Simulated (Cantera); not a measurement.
# Hydrocarbon pyrolysis for carbon deposition

An isothermal, constant-pressure homogeneous reactor starts with 1.25 % C3H8, 98.8 % H2, at 1475 K and 31.5 Torr.

Cantera simulation using GRI-Mech 3.0 (53 species, 325 reactions); the numbers are that mechanism's predictions, not measurements. GRI-Mech 3.0 was tuned for natural gas; its chemistry of propane as a main component is partial and can be far from experiment. GRI-Mech 3.0 stops at C3 and has no aromatics, soot or wall deposition, so with more carbon than oxygen in the feed, carbon stays in small species such as C2H2 where larger ones or solid carbon would form. Radical loss at walls, strong at low pressure, is not modelled.

```json
[
 {"t (s)": "2.00e-6", "x C3H8": "0.0125", "x H2": "0.987", "x H": "1.05e-6", "x CH4": "3.81e-7", "x CH2": "<1e-12", "x C2H2": "<1e-12", "x C2H4": "5.91e-7"},
 {"t (s)": "6.21e-6", "x C3H8": "0.0125", "x H2": "0.987", "x H": "8.56e-6", "x CH4": "3.53e-6", "x CH2": "1.80e-11", "x C2H2": "2.35e-11", "x C2H4": "5.76e-6"},
 {"t (s)": "1.93e-5", "x C3H8": "0.0124", "x H2": "0.987", "x H": "5.24e-5", "x CH4": "3.27e-5", "x CH2": "7.77e-10", "x C2H2": "1.88e-9", "x C2H4": "5.78e-5"},
 {"t (s)": "5.99e-5", "x C3H8": "0.0118", "x H2": "0.987", "x H": "0.000204", "x CH4": "0.000348", "x CH2": "2.64e-8", "x C2H2": "2.68e-7", "x C2H4": "0.000501"},
 {"t (s)": "0.000186", "x C3H8": "0.00854", "x H2": "0.983", "x H": "0.000670", "x CH4": "0.00335", "x CH2": "3.56e-7", "x C2H2": "2.43e-5", "x C2H4": "0.00350"},
 {"t (s)": "0.000578", "x C3H8": "0.000656", "x H2": "0.974", "x H": "0.00152", "x CH4": "0.0123", "x CH2": "5.97e-7", "x C2H2": "0.000971", "x C2H4": "0.00998"},
 {"t (s)": "0.00179", "x C3H8": "4.92e-7", "x H2": "0.974", "x H": "0.000808", "x CH4": "0.0134", "x CH2": "1.37e-7", "x C2H2": "0.00385", "x C2H4": "0.00773"},
 {"t (s)": "0.00557", "x C3H8": "1.74e-9", "x H2": "0.974", "x H": "0.000356", "x CH4": "0.0136", "x CH2": "2.82e-8", "x C2H2": "0.00652", "x C2H4": "0.00504"},
 {"t (s)": "0.0173", "x C3H8": "4.39e-10", "x H2": "0.975", "x H": "0.000163", "x CH4": "0.0136", "x CH2": "6.05e-9", "x C2H2": "0.00870", "x C2H4": "0.00284"},
 {"t (s)": "0.0537", "x C3H8": "9.18e-11", "x H2": "0.975", "x H": "8.42e-5", "x CH4": "0.0136", "x CH2": "1.64e-9", "x C2H2": "0.0103", "x C2H4": "0.00123"},
 {"t (s)": "0.167", "x C3H8": "1.99e-11", "x H2": "0.975", "x H": "6.01e-5", "x CH4": "0.0136", "x CH2": "8.32e-10", "x C2H2": "0.0112", "x C2H4": "0.000347"},
 {"t (s)": "0.518", "x C3H8": "1.19e-11", "x H2": "0.975", "x H": "5.93e-5", "x CH4": "0.0136", "x CH2": "8.04e-10", "x C2H2": "0.0114", "x C2H4": "0.000174"},
 {"t (s)": "1.61", "x C3H8": "1.17e-11", "x H2": "0.975", "x H": "5.94e-5", "x CH4": "0.0134", "x CH2": "8.00e-10", "x C2H2": "0.0114", "x C2H4": "0.000174"},
 {"t (s)": "5.00", "x C3H8": "1.13e-11", "x H2": "0.975", "x H": "5.95e-5", "x CH4": "0.0131", "x CH2": "7.83e-10", "x C2H2": "0.0116", "x C2H4": "0.000176"}
]
```
x: mole fraction; the columns are a selection and need not sum to one.

Equilibrium at this temperature and pressure: C3H8 4.56e-12, H2 0.979, H 6.30e-5, CH4 0.00558, CH2 3.75e-10, C2H2 0.0152, C2H4 0.000227 (gas phase only).
